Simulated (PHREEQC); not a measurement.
# Brackish or sea water

Synthetic water in mg/kgw, 25 °C, pH 6.43, pe 0.9: Na 4670; K 60.3; Ca 368; Mg 406; Cl 8190; S(6) as SO4 1500; Alkalinity as HCO3 0.093; Sr 31.8; Zn 32.5.

Valence states are taken as typed.

Equilibrium calculation in PHREEQC: ion-association model, phreeqc.dat.

Precipitation was switched off in this run.

Estimate the ionic strength.

ionic strength 0.283 mol/kgw.

In which forms is Zn present?

Zn+2 74 %, ZnCl+ 12 %, ZnSO4 11 %, ZnCl2 1.3 %, Zn(SO4)2-2 0.8 % of the Zn.

Species that the database lacks are ignored.
